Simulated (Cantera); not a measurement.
Abatement and gas-phase synthesis: HBr + H₂O + H₂

Input: 1 mol HBr, 0.25 mol H₂O, 10 mol H₂, at 3075 K.

These are equilibrium values from Cantera (NASA tables, ideal gas, pure condensed phases), not measurements of a reactor. Candidate condensed phases: Br₂, H₂O; 12 gas species. The ideal-gas law is rough above about 30 bar. Kinetics and transport are ignored.

From 10.0 Pa to 300 bar nothing is condensed.

```csv
P (Pa),x H,x H₂,x HBr,x Br,x H₂O,x O
10,0.943,0.00227,1.94e-5,0.0440,2.99e-7,0.0110
120,0.918,0.0259,0.000231,0.0449,3.99e-5,0.0107
1400,0.738,0.195,0.00244,0.0506,0.00245,0.00747
17000,0.357,0.555,0.0156,0.0548,0.0134,0.00118
210000,0.120,0.777,0.0443,0.0375,0.0193,9.87e-5
2500000,0.0366,0.855,0.0701,0.0164,0.0213,8.31e-6
30000000,0.0107,0.879,0.0826,0.00550,0.0219,6.94e-7
```
x: gas mole fraction; nothing condenses.
